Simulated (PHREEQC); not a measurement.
A PHREEQC speciation (ion-association model, wateq4f.dat) at 25 °C gives pH 6.34 and these molalities:

```json
[
 {"species": "SO4-2", "mol/kgw": "0.00145"},
 {"species": "Ni+2", "mol/kgw": "0.000870"},
 {"species": "Fe+2", "mol/kgw": "0.000580"},
 {"species": "NiSO4", "mol/kgw": "0.000129"},
 {"species": "FeSO4", "mol/kgw": "7.96e-5"},
 {"species": "H+", "mol/kgw": "4.94e-7"},
 {"species": "FeOH+", "mol/kgw": "3.17e-7"},
 {"species": "NiOH+", "mol/kgw": "2.05e-7"}
]
```

**Question.** What are the element totals, and what could have been dissolved in 1 kg of water to give them?

**Answer.** This is not unique; one that fits is totals Fe(2) 0.000660, Ni 0.00100, S(6) 0.00166 mol/kgw, from 1 mmol/kgw NiSO4 and 0.66 mmol/kgw FeSO4.

No solid was allowed to form.
